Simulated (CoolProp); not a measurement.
The numbers come from the reference Helmholtz-energy equation of state, Zhou 2011 in CoolProp.

Give the vapour pressure (bar), liquid density (kg/m³), enthalpy of vaporisation (kJ/kg), liquid cp (kJ/(kg K)) of saturated dimethyl carbonate at 373.4, 431.9, 470.9 K.


| T (K) | p (bar) | liquid density (kg/m³) | enthalpy of vaporisation (kJ/kg) | liquid cp (kJ/(kg K)) |
|---|---|---|---|---|
| 373.4 | 1.39 | 959 | 368 | 1.98 |
| 431.9 | 6.06 | 868 | 322 | 2.16 |
| 470.9 | 12.9 | 798 | 283 | 2.34 |
